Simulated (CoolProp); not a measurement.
Properties of CH2F2 (R32) along the isobar 101 kPa.

The numbers come from the reference Helmholtz-energy equation of state, Tillner-Roth 1997 in CoolProp.

```json
[
 {"T (K)": "232.2", "phase": "gas", "density (kg/m³)": "2.816", "cv (kJ/(kg K))": "0.6373", "Joule-Thomson coefficient (K/MPa)": "65.98", "expansivity (1/kK)": "4.976", "viscosity (µPa s)": "10.4", "Prandtl number": "0.949"},
 {"T (K)": "242.9", "phase": "gas", "density (kg/m³)": "2.676", "cv (kJ/(kg K))": "0.6328", "Joule-Thomson coefficient (K/MPa)": "54.70", "expansivity (1/kK)": "4.612", "viscosity (µPa s)": "10.8", "Prandtl number": "0.907"},
 {"T (K)": "253.6", "phase": "gas", "density (kg/m³)": "2.551", "cv (kJ/(kg K))": "0.6354", "Joule-Thomson coefficient (K/MPa)": "46.19", "expansivity (1/kK)": "4.324", "viscosity (µPa s)": "11.3", "Prandtl number": "0.882"},
 {"T (K)": "264.3", "phase": "gas", "density (kg/m³)": "2.439", "cv (kJ/(kg K))": "0.6419", "Joule-Thomson coefficient (K/MPa)": "39.48", "expansivity (1/kK)": "4.083", "viscosity (µPa s)": "11.8", "Prandtl number": "0.865"},
 {"T (K)": "275", "phase": "gas", "density (kg/m³)": "2.337", "cv (kJ/(kg K))": "0.6510", "Joule-Thomson coefficient (K/MPa)": "34.10", "expansivity (1/kK)": "3.876", "viscosity (µPa s)": "12.3", "Prandtl number": "0.852"},
 {"T (K)": "285.7", "phase": "gas", "density (kg/m³)": "2.245", "cv (kJ/(kg K))": "0.6621", "Joule-Thomson coefficient (K/MPa)": "29.71", "expansivity (1/kK)": "3.695", "viscosity (µPa s)": "12.8", "Prandtl number": "0.841"},
 {"T (K)": "296.4", "phase": "gas", "density (kg/m³)": "2.159", "cv (kJ/(kg K))": "0.6747", "Joule-Thomson coefficient (K/MPa)": "26.09", "expansivity (1/kK)": "3.535", "viscosity (µPa s)": "13.3", "Prandtl number": "0.833"},
 {"T (K)": "307", "phase": "gas", "density (kg/m³)": "2.082", "cv (kJ/(kg K))": "0.6882", "Joule-Thomson coefficient (K/MPa)": "23.11", "expansivity (1/kK)": "3.392", "viscosity (µPa s)": "13.8", "Prandtl number": "0.825"},
 {"T (K)": "317.7", "phase": "gas", "density (kg/m³)": "2.009", "cv (kJ/(kg K))": "0.7028", "Joule-Thomson coefficient (K/MPa)": "20.59", "expansivity (1/kK)": "3.261", "viscosity (µPa s)": "14.2", "Prandtl number": "0.818"}
]
```

Viscosity comes from a separate model (Bell 2016), an estimate that may be off by 10 % or more. Thermal conductivity comes from a separate model (Huber 2003), an estimate that may be off by 10 % or more.
